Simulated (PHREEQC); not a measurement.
1 kg of water holding 0.15 mol KCl and 0.082 mol K2SO4 is evaporated at 90 °C; the solids stay in contact with the brine. CO2 from the air is kept out. Solids allowed: Arcanite, Misenite, Sylvite. Others were left out.

The numbers come from PHREEQC with the Pitzer model, pitzer.dat.

| water left (kg) | ionic strength | water activity | Sylvite (mol) | Arcanite (mol) |
|---|---|---|---|---|
| 1 | 0.396 | 0.992 | 0 | 0 |
| 0.8219 | 0.482 | 0.990 | 0 | 0 |
| 0.5552 | 0.713 | 0.986 | 0 | 0 |
| 0.4563 | 0.868 | 0.983 | 0 | 0 |
| 0.3082 | 1.28 | 0.975 | 0 | 0 |
| 0.2533 | 1.56 | 0.970 | 0 | 0 |
| 0.1711 | 2.31 | 0.955 | 0 | 0 |
| 0.1407 | 2.82 | 0.945 | 0 | 0 |
| 0.1156 | 3.43 | 0.933 | 0 | 0 |
| 0.07809 | 3.64 | 0.918 | 0 | 0.0374 |
| 0.06418 | 3.82 | 0.906 | 0 | 0.0504 |
| 0.04335 | 4.48 | 0.874 | 0 | 0.0672 |
| 0.03564 | 5.02 | 0.850 | 0 | 0.0723 |
| 0.0293 | 5.75 | 0.821 | 0 | 0.0758 |
| 0.01979 | 7.42 | 0.760 | 0.0110 | 0.0794 |
| 0.01627 | 7.42 | 0.760 | 0.0357 | 0.0799 |
| 0.01099 | 7.42 | 0.760 | 0.0728 | 0.0806 |
| 0.00903 | 7.42 | 0.760 | 0.0866 | 0.0808 |
| 0.006093 | 7.42 | 0.760 | 0.107 | 0.0812 |
| 0.005012 | 7.42 | 0.760 | 0.115 | 0.0813 |

Arcanite from water left = 0.09502 kg; Sylvite from water left = 0.01979 kg.

Constants without temperature data keep their 25 °C values here.
